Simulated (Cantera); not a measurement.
## Pyrogenic steam for wet oxidation

An isothermal, constant-pressure homogeneous reactor starts with 15.4 % H₂, 15.4 % O₂, 69.2 % N₂, equivalence ratio 0.50, at 1348 K and 750 Torr.

Cantera simulation using the H2/O2 subset of GRI-Mech 3.0, which has no nitrogen chemistry; the numbers are that mechanism's predictions, not measurements. The temperature is held fixed by assumption; the heat of reaction is taken as removed at once.

```csv
t (s),x H₂,x O₂,x H,x HO₂,x O,x OH,x H₂O₂
6.00e-5,0.00685,0.0838,0.00762,5.98e-5,0.00545,0.00422,6.00e-6
0.000165,0.000739,0.0831,0.000178,2.71e-5,0.000459,0.00111,2.12e-6
0.000452,8.24e-5,0.0832,6.68e-6,5.40e-6,5.08e-5,0.000377,5.74e-7
0.00124,1.14e-5,0.0833,4.72e-7,1.04e-6,9.03e-6,0.000162,1.67e-7
0.00340,2.26e-6,0.0833,5.61e-8,2.61e-7,2.25e-6,8.09e-5,5.35e-8
0.00933,6.30e-7,0.0833,9.54e-9,8.77e-8,6.95e-7,4.49e-5,1.89e-8
0.0256,2.29e-7,0.0833,2.22e-9,4.54e-8,2.57e-7,2.72e-5,7.59e-9
0.0703,1.28e-7,0.0833,9.33e-10,3.80e-8,1.36e-7,1.97e-5,4.24e-9
0.193,1.15e-7,0.0833,7.90e-10,3.75e-8,1.19e-7,1.85e-5,3.77e-9
0.529,1.15e-7,0.0833,7.89e-10,3.75e-8,1.19e-7,1.84e-5,3.76e-9
1.45,1.15e-7,0.0833,7.89e-10,3.75e-8,1.19e-7,1.84e-5,3.76e-9
3.98,1.15e-7,0.0833,7.89e-10,3.75e-8,1.19e-7,1.84e-5,3.76e-9
10.9,1.15e-7,0.0833,7.89e-10,3.75e-8,1.19e-7,1.84e-5,3.76e-9
30.0,1.15e-7,0.0833,7.89e-10,3.75e-8,1.19e-7,1.84e-5,3.76e-9
```
x: mole fraction; the columns are a selection and need not sum to one.

Equilibrium at this temperature and pressure: H₂ 1.15e-7, O₂ 0.0833, H 7.89e-10, HO₂ 3.75e-8, O 1.19e-7, OH 1.84e-5, H₂O₂ 3.76e-9 (gas phase only).
